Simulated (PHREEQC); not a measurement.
# Acid rinse or clean

Solution (55 °C): 7.2 mmol/kgw HNO3, 2.9 mmol/kgw FeCl3 and 120 mmol/kgw MnSO4. Closed to the air; pH follows from the charge balance.

The numbers come from PHREEQC with the ion-association model, phreeqc.dat.

```yaml
pH: 2.79
ionic_strength: 0.227 mol/kgw
specific_conductance: 17300 µS/cm
density: 1.003 g/cm³
total_alkalinity: -13.0 meq/kg
```

| species | molality | activity | log γ |
|---|---|---|---|
| MnSO4 | 0.0622 | 0.0655 | 0.023 |
| Mn+2 | 0.0573 | 0.0170 | -0.527 |
| SO4-2 | 0.0492 | 0.0129 | -0.583 |
| Cl- | 0.00815 | 0.00564 | -0.159 |
| NO3- | 0.00720 | 0.00482 | -0.174 |
| HSO4- | 0.00569 | 0.00414 | -0.138 |
| H+ | 0.00205 | 0.00161 | -0.106 |
| FeSO4+ | 0.00179 | 0.00129 | -0.143 |
| Fe(SO4)2- | 0.000553 | 0.000403 | -0.138 |
| MnCl+ | 0.000544 | 0.000391 | -0.143 |
| FeOH+2 | 0.000373 | 9.96e-5 | -0.574 |
| Fe(OH)2+ | 7.91e-5 | 5.75e-5 | -0.139 |
| Fe+3 | 4.48e-5 | 4.99e-6 | -0.953 |
| FeHSO4+2 | 2.22e-5 | 6.25e-6 | -0.550 |
| Fe2(OH)2+4 | 1.37e-5 | 8.65e-8 | -2.201 |

No solid was allowed to form. The solution is supersaturated, for example in Hematite (slow to form), Goethite (slow to form), so a real one may precipitate; this is no full list. Complexes and solids missing from the database can't appear. At this temperature some constants are extrapolated from 25 °C, and those without enthalpy data are left unchanged.
